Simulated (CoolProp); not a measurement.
Saturated liquid density (kg/m³) of ammonia: the reference equation beside estimates from Tc = 405.6 K, pc = 11.36 MPa, ω = 0.256.

The numbers come from the reference Helmholtz-energy equation of state, Gao 2020 in CoolProp.

```tsv
T (K)	reference	Soave-Redlich-Kwong	Peng-Robinson
236.2	686.1	543.2	612.7
244.5	675.9	535.6	604.6
252.8	665.4	527.7	596.0
261.1	654.7	519.4	587.0
269.4	643.7	510.6	577.5
277.7	632.4	501.4	567.5
286	620.7	491.7	556.9
294.3	608.7	481.5	545.6
302.6	596.2	470.6	533.6
310.9	583.2	459.1	520.7
319.2	569.7	446.8	507.0
327.5	555.4	433.7	492.3
335.8	540.4	419.7	476.4
344.2	524.3	404.4	458.9
```

Absolute difference from the reference over all 14 rows, mean and median: Soave-Redlich-Kwong 21.2 and 20.9 %, Peng-Robinson 10.8 and 10.5 %.
